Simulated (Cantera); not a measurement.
## Ignition delay

Mixture: CH₄ : O₂ : N₂ : H₂O = 1 : 2.17 : 7.39 : 2.3 (molar parts), at 1.10 bar, adiabatic and at constant volume. Ignition delay is the time to a rise of 400 K.

Detailed kinetics in Cantera: GRI-Mech 3.0 (53 species, 325 reactions).

| T0 (K) | delay (ms) |
|---|---|
| 1275 | 19.3 |
| 1325 | 10.3 |
| 1375 | 5.63 |
| 1425 | 3.13 |
| 1475 | 1.78 |
| 1525 | 1.03 |
| 1575 | 0.623 |

```
Item                                                    Result
--------------------------------------------------  ----------
apparent activation energy between 1475 and 1575 K  200 kJ/mol
```
